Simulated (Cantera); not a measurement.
Feed: 1 mol C₂F₆, 0.059 mol H₂, held at 675 K and 0.000310 bar.

Equilibrium computed with Cantera from the NASA thermochemical tables; the gas is ideal and each condensed phase is pure. The feed counts by its element totals alone. Condensed phases not in the tables: fluorocarbon polymer. Gases not in the tables: C₂F₆ and larger saturated fluorocarbons. Equilibrium is a limit: real reactors are often held back by kinetics, nucleation or transport.

```json
[
 {"species": "CF₄", "before": "0.926", "after": "0.647"},
 {"species": "HF", "before": "0.0743", "after": "0.353"},
 {"species": "C(graphite), mol", "before": "0.529", "after": "0.680"}
]
```
Gas species are given as mole fractions.

Task: Which change was made?
(A) 0.012 mol CH₄ added
(B) H₂ from 0.059 to 0.36 mol
(C) H₂ from 0.059 to 0.08 mol
(D) H₂ from 0.059 to 0.083 mol

Result: B, H₂ from 0.059 to 0.36 mol
